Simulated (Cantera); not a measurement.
# Adiabatic ignition

An adiabatic, constant-pressure homogeneous reactor starts with C₂H₄ : O₂ : N₂ : H₂O = 1 : 4.23 : 15.9 : 1.1 (molar parts), at 1498 K and 0.600 bar.

Computed with Cantera and GRI-Mech 3.0 (53 species, 325 reactions). GRI-Mech 3.0 was tuned for natural gas; its chemistry of ethylene as a main component is partial and can be far from experiment.

```
t (s)     T (K)  x C₂H₄    x O₂   x H₂O   x CH₂CO     x OH     x CH₂   x C₂H₂
--------  -----  ------  ------  ------  --------  -------  --------  -------
6.00e-6    1498  0.0450   0.190  0.0495   2.32e-8  8.58e-9    <1e-12  2.26e-6
1.49e-5    1498  0.0450   0.190  0.0495   5.23e-7  1.24e-7  8.29e-12  5.69e-6
3.69e-5    1500  0.0441   0.189  0.0497  0.000321  9.22e-5   2.70e-7  7.23e-5
9.15e-5    2222  <1e-12  0.0679   0.100    <1e-12   0.0204    <1e-12   <1e-12
0.000227   2370  <1e-12  0.0644   0.106    <1e-12   0.0210    <1e-12   <1e-12
0.000563   2530  <1e-12  0.0619   0.114    <1e-12   0.0197    <1e-12   <1e-12
0.00140    2606  <1e-12  0.0599   0.118    <1e-12   0.0183    <1e-12   <1e-12
0.00346    2607  <1e-12  0.0585   0.119    <1e-12   0.0180    <1e-12   <1e-12
0.00859    2602  <1e-12  0.0564   0.119    <1e-12   0.0176    <1e-12   <1e-12
0.0213     2598  <1e-12  0.0549   0.119    <1e-12   0.0173    <1e-12   <1e-12
0.0529     2598  <1e-12  0.0548   0.119    <1e-12   0.0172    <1e-12   <1e-12
0.131      2598  <1e-12  0.0548   0.119    <1e-12   0.0172    <1e-12   <1e-12
0.325      2598  <1e-12  0.0548   0.119    <1e-12   0.0172    <1e-12   <1e-12
0.806      2598  <1e-12  0.0548   0.119    <1e-12   0.0172    <1e-12   <1e-12
2.00       2598  <1e-12  0.0548   0.119    <1e-12   0.0172    <1e-12   <1e-12
```
x: mole fraction; the columns are a selection and need not sum to one.

time of steepest temperature rise: 58.1 µs
temperature at 2.00 s: 2598 K
equilibrium temperature: 2598 K
x(C₂H₄) at 2.00 s: <1e-12 (gas-phase equilibrium <1e-12)
x(O₂) at 2.00 s: 0.0548 (gas-phase equilibrium 0.0548)
x(H₂O) at 2.00 s: 0.119 (gas-phase equilibrium 0.119)
